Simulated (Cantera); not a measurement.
Mixture: CH₄ : O₂ : N₂ : CO₂ = 1 : 3.51 : 15.4 : 0.37 (molar parts), equivalence ratio 0.57, at 500000 Pa, adiabatic and at constant volume. Ignition delay is the time to a rise of 400 K.

Computed with Cantera and GRI-Mech 3.0 (53 species, 325 reactions).

Question: Predict: delay at 1050 K; delay at 1100 K; delay at 1150 K; delay at 1200 K; delay at 1250 K; delay at 1300 K; apparent activation energy between 1200 and 1300 K.

Answer: 
- delay at 1050 K = 72.1 ms
- delay at 1100 K = 33.9 ms
- delay at 1150 K = 16.8 ms
- delay at 1200 K = 8.63 ms
- delay at 1250 K = 4.59 ms
- delay at 1300 K = 2.52 ms
- apparent activation energy between 1200 and 1300 K = 160 kJ/mol
